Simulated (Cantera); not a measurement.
A closed system holds: 1 mol PbO, 8.6 mol CO, equilibrated at 2550 K and 33.0 Pa.

Cantera equilibrium calculation (NASA polynomials, part measured and part estimated; ideal gas, pure solids and liquids). Candidate condensed phases: C, Pb, PbO, PbO2, Pb3O4; 15 gas species. Rates play no part.

Base state: CO 0.811, Pb 0.0964, O 0.0672, CO2 0.0204, O2 0.00438, PbO 0.000336 (mole fractions); condensed: gas only.

Problem. What changes in the equilibrium state with this change: temperature from 2550 K to 1498 K?

Solution. 
```
species    before    after
-------  --------  -------
CO          0.811    0.792
CO2        0.0204    0.104
Pb         0.0964    0.104
O          0.0672  7.47e-9
O2        0.00438  1.18e-9
PbO      0.000336  1.33e-5
```
